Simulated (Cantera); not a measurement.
Input: 1 mol SiH₄, 30 mol N₂, at 1025 °C and 2.25 Torr.

Equilibrium computed with Cantera from the NASA thermochemical tables; the gas is ideal and each condensed phase is pure. Candidate condensed phases: Si, Si₃N₄; 18 gas species. N₂ is the only nitrogen source here; it is nearly inert below about 1500 K, so the nitride shown seldom forms there in practice. Equilibrium is a limit: real reactors are often held back by kinetics, nucleation or transport.

Base state: N₂ 0.936, H₂ 0.0638 (mole fractions); condensed: Si₃N₄(s).

### Question
What changes in the equilibrium state with this change: temperature from 1025 °C to 1525 °C?

### Answer
| species | before | after |
|---|---|---|
| N₂ | 0.936 | 0.936 |
| H₂ | 0.0638 | 0.0616 |
| H | 4.94e-6 | 0.00160 |
| Si | <1e-9 | 0.00103 |
| Si₂N | <1e-9 | 3.91e-5 |
| SiN | <1e-9 | 2.43e-5 |
| Si₃N₄(s), mol | 0.333 | 0 |
| Si(l), mol | 0 | 0.963 |
The tables' values for SiN are old estimates; treat these amounts as uncertain.
